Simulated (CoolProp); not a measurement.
The fluoroketone C6F12O (FK-5-1-12) at several states: density (kg/m³) from the reference equation and from simpler models built on Tc = 168.7 °C, pc = 18.69 bar, ω = 0.471; each cubic takes its own stable root.

Model: reference Helmholtz-energy equation of state, McLinden 2015, in CoolProp.

```csv
T (°C),p (bar),phase,reference,van der Waals,Redlich-Kwong,Soave-Redlich-Kwong
13.95,59.8,liquid,1659,1024,1460,1531
-63.15,2.14,liquid,1848,1070,1590,1653
45.15,0.163,gas,1.967,1.958,1.961,1.964
165.65,71.5,liquid,1190,855.2,1086,1089
205.95,19,supercritical,218.4,226.4,227.5,213.8
```
